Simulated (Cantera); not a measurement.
Charge: 1 mol Fe₂O₃, 18 mol H₂, 0.11 mol H₂O, at 10.0 mbar.

Cantera equilibrium calculation (NASA polynomials, part measured and part estimated; ideal gas, pure solids and liquids). Candidate condensed phases: Fe, FeO, Fe(OH)₂, Fe(OH)₃, Fe₂O₃, Fe₃O₄, H₂O; 12 gas species. The numbers say what is thermodynamically allowed, not how fast it happens.

**Question.** What share of the Fe ends up in condensed phases as a function of T (K), at 1200, 1300, 1400, 1500, 1600, 1700, 1800, 1900, 2000, 2100, 2200?

**Answer.** 
```json
[
 {"T (K)": "1200", "Fe condensed (%)": "100.0", "as": "Fe(γ)"},
 {"T (K)": "1300", "Fe condensed (%)": "100.0", "as": "Fe(γ)"},
 {"T (K)": "1400", "Fe condensed (%)": "100.0", "as": "Fe(γ)"},
 {"T (K)": "1500", "Fe condensed (%)": "100.0", "as": "Fe(γ)"},
 {"T (K)": "1600", "Fe condensed (%)": "99.9", "as": "Fe(γ)"},
 {"T (K)": "1700", "Fe condensed (%)": "99.4", "as": "Fe(δ)"},
 {"T (K)": "1800", "Fe condensed (%)": "97.3", "as": "Fe(δ)"},
 {"T (K)": "1900", "Fe condensed (%)": "89.7", "as": "Fe(l)"},
 {"T (K)": "2000", "Fe condensed (%)": "65.3", "as": "Fe(l)"},
 {"T (K)": "2100", "Fe condensed (%)": "0.0", "as": "-"},
 {"T (K)": "2200", "Fe condensed (%)": "0.0", "as": "-"}
]
```
